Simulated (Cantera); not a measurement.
A Cantera script and what it prints.

```python
import numpy as np
import cantera as ct

gas_names = """
    C CO CO2 C2 C2O C3 C3O2 C4 C5 O O2 O3
""".split()
cond_names = """
    C(gr)
""".split()


# ... load() reads the species with a 1 bar reference pressure and builds the phases ...
atoms = {
    'CO': {'C': 1, 'O': 1},
    'CO2': {'C': 1, 'O': 2},
}
top_T = {'C(gr)': 4500}  # K; cautious upper limits of use, not melting points


# ... equilibrate(T, P, feed) seeds the gas with the atoms and calls Mixture.equilibrate('TP', solver="vcs", rtol=1e-11, max_steps=5000) ...
results = []
feed = {'CO': 1, 'CO2': 0.75}  # mol
P = 100000  # Pa
for T in [500, 650, 800, 950, 1100, 1250, 1400, 1550, 1700, 1850, 2000, 2150]:
    mix = equilibrate(T, P, feed)
    results.append((T, P, feed, dict(zip(mix.species_names, mix.species_moles))))

top = {s: max(r[3][s] / sum(r[3][g] for g in gas_names) for r in results) for s in gas_names}
cols = sorted((s for s in top if top[s] > 1e-06), key=lambda s: -top[s])[:8]
seen = [c for c in cond_names if any(r[3].get(c, 0) > 1e-12 for r in results)]
print("log10 of partial pressures in bar; condensed amounts in mol")
print(f"{'T/K':>10s}" + "".join(f"{s[:9]:>10s}" for s in cols + seen))
for T, P, feed, n in results:
    ng = sum(n[g] for g in gas_names)
    print(f"{T:10.4g}" + "".join(f"{np.log10(max(n[s] / ng * P / 1e5, 1e-99)):10.3f}" for s in cols)
          + "".join(f"{n.get(c, 0):10.4g}" for c in seen))
```

Output:

```
log10 of partial pressures in bar; condensed amounts in mol
       T/K       CO2        CO        O2         O     C(gr)
       500    -0.000    -4.392   -41.256   -43.564       0.5
       650    -0.002    -2.301   -31.766   -32.772    0.4969
       800    -0.044    -1.019   -25.871   -26.033    0.4372
       950    -0.328    -0.276   -22.090   -21.543   0.04933
      1100    -0.368    -0.243   -17.999   -17.602         0
      1250    -0.368    -0.243   -14.785   -14.553         0
      1400    -0.368    -0.243   -12.267   -12.157         0
      1550    -0.368    -0.243   -10.241   -10.227         0
      1700    -0.368    -0.243    -8.576    -8.638         0
      1850    -0.368    -0.243    -7.186    -7.308         0
      2000    -0.368    -0.243    -6.007    -6.178         0
      2150    -0.368    -0.243    -4.996    -5.207         0
```

These are equilibrium values from Cantera (NASA tables, ideal gas, pure condensed phases), not measurements of a reactor.
